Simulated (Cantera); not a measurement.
Calcination and drying: Mg(OH)₂ + O₂ + H₂

A closed system holds: 1 mol Mg(OH)₂, 0.37 mol O₂, 0.68 mol H₂, at 101000 Pa.

Method: chemical equilibrium by Gibbs-energy minimisation in Cantera with the NASA 1993 tables (ideal gas, pure condensed phases). Candidate condensed phases: H₂O, Mg, MgO, Mg(OH)₂; 15 gas species. Kinetics and transport are ignored.

```csv
T (K),log p H₂O,log p O₂,log p OH,log p H₂,log p H,log p O,log p Mg(OH)₂,log p MgOH,n MgO(s)
1623,0.00,-1.75,-3.45,-4.19,-6.25,-5.60,-6.03,-9.64,1.000
1673,0.00,-1.75,-3.29,-3.95,-5.92,-5.35,-5.77,-9.12,1.000
1723,0.00,-1.75,-3.14,-3.72,-5.60,-5.12,-5.53,-8.62,1.000
1773,0.00,-1.75,-3.00,-3.51,-5.30,-4.90,-5.30,-8.16,1.000
1823,0.00,-1.75,-2.87,-3.30,-5.01,-4.70,-5.09,-7.72,1.000
1873,0.00,-1.75,-2.75,-3.11,-4.75,-4.50,-4.88,-7.30,1.000
1923,0.00,-1.75,-2.63,-2.93,-4.49,-4.32,-4.69,-6.91,1.000
1973,0.00,-1.75,-2.52,-2.76,-4.25,-4.14,-4.51,-6.54,1.000
2023,0.00,-1.74,-2.41,-2.60,-4.02,-3.97,-4.33,-6.19,1.000
2073,-0.01,-1.74,-2.31,-2.45,-3.80,-3.81,-4.17,-5.85,1.000
2123,-0.01,-1.73,-2.21,-2.30,-3.60,-3.65,-4.01,-5.53,1.000
2173,-0.01,-1.72,-2.12,-2.17,-3.40,-3.50,-3.86,-5.23,1.000
```
log p: log10 of the partial pressure in bar; n: condensed amount in mol.

From 1623 K to 2173 K the condensed part is MgO(s). The main Mg-bearing gas is Mg(OH)₂ throughout.
